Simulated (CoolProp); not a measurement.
Vapour-liquid equilibrium of benzene (1) + o-xylene (2) at 284 kPa; x and y are mole fractions of (1).

Values from CoolProp's multi-fluid Helmholtz-energy mixture model, Thol 2012 and Zhou 2012; pair parameters Bell 2016.

| x | bubble temperature (°C) | y at the bubble point | dew temperature at overall composition x (°C) | liquid density (mol/L) |
|---|---|---|---|---|
| 0.05 | 182.5 | 0.147 | 186.2 | 6.965 |
| 0.125 | 173.8 | 0.346 | 183.4 | 7.180 |
| 0.2 | 165.2 | 0.508 | 180.3 | 7.401 |
| 0.275 | 157.1 | 0.632 | 177.1 | 7.622 |
| 0.35 | 150.0 | 0.723 | 173.6 | 7.841 |
| 0.425 | 143.9 | 0.790 | 169.8 | 8.058 |
| 0.5 | 138.7 | 0.840 | 165.6 | 8.273 |
| 0.575 | 134.3 | 0.877 | 161.0 | 8.489 |
| 0.65 | 130.6 | 0.906 | 155.8 | 8.708 |
| 0.725 | 127.4 | 0.930 | 149.9 | 8.933 |
| 0.8 | 124.5 | 0.950 | 142.9 | 9.165 |
| 0.875 | 121.9 | 0.969 | 134.6 | 9.410 |
| 0.95 | 119.4 | 0.987 | 124.6 | 9.670 |

No azeotrope shows between x = 0.05 and 0.95.

The pair parameters rest on a limited set of measurements; away from them the model extrapolates. The gap from Raoult's law changes sign with composition, which may be real or a fault of the pair parameters; it wasn't checked against measurements.
